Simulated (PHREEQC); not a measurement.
Alkaline etch or developer: an equilibrium model

Make-up at 58 °C and 10 atm: 19 mmol/kgw TMAH, 11 mmol/kgw CO2 and 10 mmol/kgw K3PO4. Closed to the air; pH follows from the charge balance.

The numbers come from PHREEQC with the ion-association model, phreeqc.dat.

Each row changes one thing in this solution. No solid was allowed to form.

```csv
case,pH,ionic strength (mol/kgw),CO3-2 (mol/kgw),HCO3- (mol/kgw),CO2 (mol/kgw)
as made,10.77,0.0714,0.00983,0.00117,2.97e-8
K3PO4 left out,10.12,0.0256,0.00663,0.00437,5.39e-7
temperature from 58 to 55 °C,10.83,0.0718,0.00994,0.00106,2.34e-8
TMAH from 0.019 to 0.0171 mol/kgw,10.68,0.0687,0.00956,0.00144,4.57e-8
diluted 5-fold with water,10.31,0.0134,0.00150,0.000705,5.81e-8
diluted 10-fold with water,10.10,0.00651,0.000592,0.000508,7.16e-8
TMAH left out,7.89,0.0387,0.000102,0.0107,0.000221
temperature from 58 to 20 °C,11.62,0.0767,0.0107,0.000316,1.44e-9
```

(CH3)4N+ isn't in the database: it is added as a free cation with an ion size of 4 Å. Constants without temperature data keep their 25 °C values here.
